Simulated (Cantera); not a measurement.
**Equilibrium for iron carbonyl, mercury and lead vapours: PbO + N₂**

Input: 1 mol PbO, 10 mol N₂, held at 101000 Pa.

Equilibrium computed with Cantera from the NASA thermochemical tables; the gas is ideal and each condensed phase is pure. Candidate condensed phases: Pb, PbO, PbO₂, Pb₃O₄; 12 gas species. Gases not in the tables: (PbO)n polymers. Equilibrium is a limit: real reactors are often held back by kinetics, nucleation or transport.

From 823 K to 1123 K the condensed part is PbO(yellow). From 1173 K to 1323 K the condensed part is PbO(l).

| T (K) | log p N₂ | log p PbO | log p Pb | log p O₂ | n PbO(yellow) | n PbO(l) |
|---|---|---|---|---|---|---|
| 823 | 0.01 | -9.64 | -10.18 | -10.75 | 1.00 | 0 |
| 873 | 0.01 | -8.63 | -9.22 | -9.72 | 1.00 | 0 |
| 923 | 0.01 | -7.72 | -8.37 | -8.81 | 1.00 | 0 |
| 973 | 0.01 | -6.92 | -7.60 | -8.01 | 1.000 | 0 |
| 1023 | 0.01 | -6.19 | -6.90 | -7.29 | 1.000 | 0 |
| 1073 | 0.01 | -5.54 | -6.27 | -6.64 | 1.000 | 0 |
| 1123 | 0.01 | -4.94 | -5.70 | -6.05 | 1.000 | 0 |
| 1173 | 0.01 | -4.41 | -5.18 | -5.53 | 0 | 1.000 |
| 1223 | 0.01 | -3.96 | -4.73 | -5.07 | 0 | 0.999 |
| 1273 | 0.01 | -3.55 | -4.32 | -4.65 | 0 | 0.997 |
| 1323 | 0.01 | -3.18 | -3.94 | -4.27 | 0 | 0.992 |
log p: log10 of the partial pressure in bar; n: condensed amount in mol.
